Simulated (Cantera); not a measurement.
Charge: 1 mol PbO, 0.44 mol C, 4 mol H2, at 1452 °C and 1 atm.

Cantera equilibrium calculation (NASA polynomials, part measured and part estimated; ideal gas, pure solids and liquids). Candidate condensed phases: C, C6H6, C7H8, C8H18, H2O, Pb, PbO, PbO2, Pb3O4; 113 gas species. Rates play no part.

Base state: H2 0.655, Pb 0.159, H2O 0.102, CO 0.0798, CO2 0.00355, Pb2 0.000229, H 0.000149, PbO 3.47e-5 (mole fractions); condensed: Pb(l).

What changes in the equilibrium state with this change: temperature from 1452 °C to 877 °C?


```tsv
species	before	after
H2	0.655	0.785
H2O	0.102	0.116
CO	0.0798	0.0878
Pb	0.159	0.000286
CO2	0.00355	0.0109
Pb2	0.000229	6.25e-9
PbO	3.47e-5	<1e-9
CH4	9.43e-8	0.000414
H	0.000149	6.57e-8
Pb(l), mol	0.158	0.999
```

What changes in the equilibrium state with this change: temperature from 1452 °C to 675 °C?


| species | before | after |
|---|---|---|
| H2 | 0.655 | 0.752 |
| H2O | 0.102 | 0.143 |
| CO | 0.0798 | 0.0566 |
| Pb | 0.159 | 4.73e-6 |
| CH4 | 9.43e-8 | 0.0288 |
| CO2 | 0.00355 | 0.0194 |
| Pb2 | 0.000229 | <1e-9 |
| H | 0.000149 | <1e-9 |
| PbO | 3.47e-5 | <1e-9 |
| Pb(l), mol | 0.158 | 1.000 |

What changes in the equilibrium state with this change: temperature from 1452 °C to 1350 °C?


```json
[
 {"species": "H2", "before": "0.655", "after": "0.723"},
 {"species": "H2O", "before": "0.102", "after": "0.113"},
 {"species": "CO", "before": "0.0798", "after": "0.0875"},
 {"species": "Pb", "before": "0.159", "after": "0.0725"},
 {"species": "PbO", "before": "3.47e-5", "after": "9.16e-6"},
 {"species": "Pb2", "before": "0.000229", "after": "6.24e-5"},
 {"species": "Pb(l), mol", "before": "0.158", "after": "0.652"}
]
```
